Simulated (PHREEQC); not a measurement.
1.5 g of hydrous ferric oxide (600 m²/g; 0.2 weak and 0.005 strong sites per Fe, Dzombak-Morel constants, diffuse double layer) in 1 kg of water with 0.05 mol/kgw of an inert sodium salt and 4.3e-05 mol ZnSO4 and 0.00045 mol MnCl2, at 25 °C; the pH is set by adding NaOH or the inert anion's acid. The system is closed to oxygen. The system is closed to CO2. Nothing may precipitate in this run.

The series has 17 steps of pH, from 4 to 10.

The numbers come from PHREEQC with the ion-association model, wateq4f.dat.

### Question
Near which pH is half of the S sorbed, and on which side is more sorbed?

### Answer
Near pH 6.9, with more sorbed at lower pH.

### Question
Near which pH is half of the Zn sorbed, and on which side is more sorbed?

### Answer
Near pH 5.7, with more sorbed at higher pH.

### Question
Near which pH is half of the Mn sorbed, and on which side is more sorbed?

### Answer
Near pH 7.2, with more sorbed at higher pH.
